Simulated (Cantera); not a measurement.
Thermodynamics of iron carbonyl, mercury and lead vapours, feed Pb + H2

A closed system holds: 1 mol Pb, 66 mol H2, at 523 K and 560000 Pa.

Equilibrium computed with Cantera from the NASA thermochemical tables; the gas is ideal and each condensed phase is pure. Candidate condensed phases: Pb; 4 gas species. The numbers say what is thermodynamically allowed, not how fast it happens.

```json
{
 "x(H2)": "1.00",
 "n(Pb(s))": "1.00 mol",
 "gas_amount": "66.00 mol"
}
```
